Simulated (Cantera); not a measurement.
Input: 1 mol SiCl4, 2.5 mol H2, a varied amount of HCl, at 925 °C and 13300 Pa.

Method: chemical equilibrium by Gibbs-energy minimisation in Cantera with the NASA 1993 tables (ideal gas, pure condensed phases). Candidate condensed phases: Si; 19 gas species. The tables' values for SiCl3 are old estimates; treat these amounts as uncertain. Equilibrium is a limit: real reactors are often held back by kinetics, nucleation or transport.

At 3 mol HCl, list the 4 most abundant gas species with their mole fractions, and the condensed phases.

HCl 0.467, H2 0.380, SiCl4 0.148, SiHCl3 0.00324. Condensed: gas only.
